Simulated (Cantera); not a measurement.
Input (Python, Cantera) and output of one run.

```python
import numpy as np
import cantera as ct

gas_names = """
    CL CL2 H HCL H2 Si SiCL SiCL2 SiCL3 SiCL4 SiH SiHCL3 SiH2 SiH2CL2 SiH3 SiH3CL SiH4 Si2 Si3
""".split()
cond_names = """
    Si(cr) Si(L)
""".split()


def load(file, names, dense=False):
    # The tables refer to 1 bar. Condensed volumes are neglected.
    table = {s.name: s for s in ct.Species.list_from_file(file)}
    out = []
    for n in names:
        d = dict(table[n].input_data)
        d["thermo"] = dict(d["thermo"], **{"reference-pressure": 1e5})
        if dense:
            d["equation-of-state"] = {"model": "constant-volume", "density": "1e6 g/cm^3"}
        out.append(ct.Species.from_dict(d))
    return out


gas = ct.Solution(thermo="ideal-gas", species=load("nasa_gas.yaml", gas_names))
cond = {s.name: ct.Solution(thermo="fixed-stoichiometry", species=[s], name=s.name)
        for s in load("nasa_condensed.yaml", cond_names, dense=True)}
atoms = {
    'SiCl4': {'Si': 1, 'CL': 4},
    'H2': {'H': 2},
}
top_T = {}  # K; cautious upper limits of use, not melting points


def equilibrate(T, P, feed):
    n = {}
    for name, mol in feed.items():
        for a, k in atoms[name].items():
            n[a] = n.get(a, 0.0) + k * mol
    gas.TPX = T, P, n
    mass = sum(n.values()) * gas.mean_molecular_weight
    gas.equilibrate("TP")
    valid = [c for c in cond.values() if c.min_temp <= T <= top_T.get(c.name, c.max_temp)]
    mix = ct.Mixture([(gas, mass / gas.mean_molecular_weight)] + [(c, 0.0) for c in valid])
    mix.T, mix.P = T, P
    mix.equilibrate("TP", solver="vcs", rtol=1e-11, max_steps=5000)
    return mix


results = []
feed = {'SiCl4': 1, 'H2': 8.9}  # mol
for P in [10000, 23000, 51000, 120000, 260000, 590000, 1300000, 3000000]:
    for T in [1048, 1123, 1198, 1273, 1348, 1423, 1498, 1573, 1648, 1723]:
        mix = equilibrate(T, P, feed)
        results.append((T, P, feed, dict(zip(mix.species_names, mix.species_moles))))

for T, P, feed, n in results:
    print(f"{T:7g} {P:10.4g}  " + (" + ".join(c for c in cond_names if n.get(c, 0) > 1e-12) or "gas only"))
```

Result:

```
   1048      1e+04  gas only
   1123      1e+04  Si(cr)
   1198      1e+04  Si(cr)
   1273      1e+04  Si(cr)
   1348      1e+04  gas only
   1423      1e+04  gas only
   1498      1e+04  gas only
   1573      1e+04  gas only
   1648      1e+04  gas only
   1723      1e+04  gas only
   1048    2.3e+04  gas only
   1123    2.3e+04  gas only
   1198    2.3e+04  Si(cr)
   1273    2.3e+04  Si(cr)
   1348    2.3e+04  gas only
   1423    2.3e+04  gas only
   1498    2.3e+04  gas only
   1573    2.3e+04  gas only
   1648    2.3e+04  gas only
   1723    2.3e+04  gas only
   1048    5.1e+04  gas only
   1123    5.1e+04  gas only
   1198    5.1e+04  gas only
   1273    5.1e+04  Si(cr)
   1348    5.1e+04  gas only
   1423    5.1e+04  gas only
   1498    5.1e+04  gas only
   1573    5.1e+04  gas only
   1648    5.1e+04  gas only
   1723    5.1e+04  gas only
   1048    1.2e+05  gas only
   1123    1.2e+05  gas only
   1198    1.2e+05  gas only
   1273    1.2e+05  gas only
   1348    1.2e+05  gas only
   1423    1.2e+05  gas only
   1498    1.2e+05  gas only
   1573    1.2e+05  gas only
   1648    1.2e+05  gas only
   1723    1.2e+05  gas only
   1048    2.6e+05  gas only
   1123    2.6e+05  gas only
   1198    2.6e+05  gas only
   1273    2.6e+05  gas only
   1348    2.6e+05  gas only
   1423    2.6e+05  gas only
   1498    2.6e+05  gas only
   1573    2.6e+05  gas only
   1648    2.6e+05  gas only
   1723    2.6e+05  gas only
   1048    5.9e+05  gas only
   1123    5.9e+05  gas only
   1198    5.9e+05  gas only
   1273    5.9e+05  gas only
   1348    5.9e+05  gas only
   1423    5.9e+05  gas only
   1498    5.9e+05  gas only
   1573    5.9e+05  gas only
   1648    5.9e+05  gas only
   1723    5.9e+05  gas only
   1048    1.3e+06  gas only
   1123    1.3e+06  gas only
   1198    1.3e+06  gas only
   1273    1.3e+06  gas only
   1348    1.3e+06  gas only
   1423    1.3e+06  gas only
   1498    1.3e+06  gas only
   1573    1.3e+06  gas only
   1648    1.3e+06  gas only
   1723    1.3e+06  gas only
   1048      3e+06  gas only
   1123      3e+06  gas only
   1198      3e+06  gas only
   1273      3e+06  gas only
   1348      3e+06  gas only
   1423      3e+06  gas only
   1498      3e+06  gas only
   1573      3e+06  gas only
   1648      3e+06  gas only
   1723      3e+06  gas only
```

Equilibrium computed with Cantera from the NASA thermochemical tables; the gas is ideal and each condensed phase is pure. The tables' values for SiCl3 are old estimates.
